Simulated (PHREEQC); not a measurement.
Solution (45 °C): 0.0072 mol H2SO4, 3.3e-05 mol FeSO4 and 0.0017 mol Na2SO4 per kg of water. Closed to the air; pH follows from the charge balance.

Equilibrium calculation in PHREEQC: Pitzer model, pitzer.dat.

### Question
The ionic strength comes out as 0.0182 mol/kgw. What activity coefficients do SO4-2, Na+, Fe+2, HSO4-, H+ get?

### Answer
SO4-2 0.56, Na+ 0.87, Fe+2 0.49, HSO4- 0.87, H+ 0.86. Single-ion values are on the MacInnes scale.

No solid was allowed to form. At this temperature some constants are extrapolated from 25 °C, and those without enthalpy data are left unchanged.
